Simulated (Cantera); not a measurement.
Input (Python, Cantera):

```python
import numpy as np
import cantera as ct

gas = ct.Solution("gri30.yaml")


def delay(T, t_max=10):
    gas.TPX = T, 64000, {'C3H8': 1, 'O2': 4.55, 'N2': 21.4}
    reactor = ct.IdealGasConstPressureReactor(gas, clone=False)
    net = ct.ReactorNet([reactor])
    net.rtol, net.atol = 1e-8, 1e-16
    while net.time < t_max:
        t_old, T_old = net.time, reactor.T
        net.step()
        if reactor.T > T + 400:  # ignition: a rise of 400 K
            return t_old + (T + 400 - T_old) / (reactor.T - T_old) * (net.time - t_old)
    return np.nan


taus = []
for T in [1025, 1125, 1225, 1325, 1425, 1525, 1625, 1725, 1825, 1925]:
    taus.append(delay(T))
    print(f"T0 = {T:6g} K   tau = {taus[-1]:.4e} s")
```

It prints:

```
T0 =   1025 K   tau = 5.0821e-01 s
T0 =   1125 K   tau = 4.5212e-02 s
T0 =   1225 K   tau = 5.3460e-03 s
T0 =   1325 K   tau = 9.5275e-04 s
T0 =   1425 K   tau = 2.5546e-04 s
T0 =   1525 K   tau = 9.6762e-05 s
T0 =   1625 K   tau = 4.7552e-05 s
T0 =   1725 K   tau = 2.8007e-05 s
T0 =   1825 K   tau = 1.8649e-05 s
T0 =   1925 K   tau = 1.3505e-05 s
```

Cantera simulation using GRI-Mech 3.0 (53 species, 325 reactions); the numbers are that mechanism's predictions, not measurements. GRI-Mech 3.0 was tuned for natural gas; its chemistry of propane as a main component is partial and can be far from experiment.
